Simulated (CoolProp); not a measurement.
m-xylene at several states: Z from the reference equation and from simpler models built on Tc = 616.9 K, pc = 35.35 bar, ω = 0.326; each cubic takes its own stable root.

Model: reference Helmholtz-energy equation of state, Zhou 2012, in CoolProp.

| T (K) | p (bar) | phase | reference | Redlich-Kwong | Soave-Redlich-Kwong | Peng-Robinson |
|---|---|---|---|---|---|---|
| 358 | 4.66 | liquid | 0.02059 | 0.02463 | 0.02372 | 0.02104 |
| 285.4 | 59.9 | liquid | 0.3064 | 0.3650 | 0.3571 | 0.3183 |
| 302.7 | 46.8 | liquid | 0.2297 | 0.2735 | 0.2667 | 0.2375 |
